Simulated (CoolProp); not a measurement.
Vapour-liquid equilibrium of R143a (1) + R134a (2) at 0.0184 MPa; x and y are mole fractions of (1).

Computed with CoolProp (multi-fluid Helmholtz-energy mixture model, Lemmon and Jacobsen 2000 and Tillner-Roth 1994; pair parameters Lemmon 2004).

```csv
x,"bubble temperature, mixture model (°C)","bubble temperature, Raoult's law (°C)","y, mixture model","y, Raoult's law"
0.05,-59.4,-59.4,0.145,0.149
0.125,-61.7,-61.8,0.322,0.327
0.2,-63.8,-63.9,0.460,0.465
0.275,-65.7,-65.8,0.570,0.575
0.35,-67.4,-67.5,0.658,0.662
0.425,-69.0,-69.0,0.729,0.732
0.5,-70.4,-70.5,0.788,0.790
0.575,-71.7,-71.8,0.837,0.838
0.65,-73.0,-73.0,0.877,0.878
0.725,-74.1,-74.1,0.911,0.912
0.8,-75.2,-75.2,0.940,0.941
0.875,-76.1,-76.2,0.965,0.966
0.95,-77.1,-77.1,0.987,0.987
```

The largest gap from Raoult's law is +0.1 K in bubble temperature, at x = 0.2. No azeotrope shows between x = 0.05 and 0.95.

Pair parameters are fitted to limited data, so mixtures are less certain than the pure fluids.
